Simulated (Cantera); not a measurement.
# Equilibrium for abatement and gas-phase synthesis: SO2 + H2 + N2 + H2O

A closed system holds: 1 mol SO2, 1.9 mol H2, 2.9 mol N2, 0.2 mol H2O, at 2.00 mbar.

Cantera equilibrium calculation (NASA polynomials, part measured and part estimated; ideal gas, pure solids and liquids). Candidate condensed phases: H2O, H2SO4, S; 35 gas species. Equilibrium is a limit: real reactors are often held back by kinetics, nucleation or transport.

| T (K) | x N2 | x H2O | x H2 | x SO2 | x S2 | x SO | x H | x S |
|---|---|---|---|---|---|---|---|---|
| 1525 | 0.510 | 0.252 | 0.113 | 0.0643 | 0.0500 | 0.00571 | 0.000178 | 0.000271 |
| 1575 | 0.508 | 0.241 | 0.123 | 0.0681 | 0.0468 | 0.00783 | 0.000326 | 0.000451 |
| 1625 | 0.506 | 0.230 | 0.132 | 0.0714 | 0.0434 | 0.0105 | 0.000574 | 0.000724 |
| 1675 | 0.504 | 0.220 | 0.142 | 0.0743 | 0.0399 | 0.0137 | 0.000977 | 0.00112 |
| 1725 | 0.502 | 0.210 | 0.150 | 0.0768 | 0.0362 | 0.0174 | 0.00161 | 0.00168 |
| 1775 | 0.500 | 0.200 | 0.158 | 0.0786 | 0.0324 | 0.0218 | 0.00257 | 0.00243 |
| 1825 | 0.497 | 0.191 | 0.165 | 0.0799 | 0.0284 | 0.0266 | 0.00400 | 0.00342 |
| 1875 | 0.495 | 0.182 | 0.171 | 0.0806 | 0.0244 | 0.0318 | 0.00605 | 0.00464 |
| 1925 | 0.492 | 0.174 | 0.175 | 0.0807 | 0.0204 | 0.0373 | 0.00895 | 0.00611 |
| 1975 | 0.489 | 0.166 | 0.179 | 0.0803 | 0.0166 | 0.0428 | 0.0129 | 0.00777 |
x: gas mole fraction; nothing condenses.

From 1525 K to 1975 K nothing is condensed.
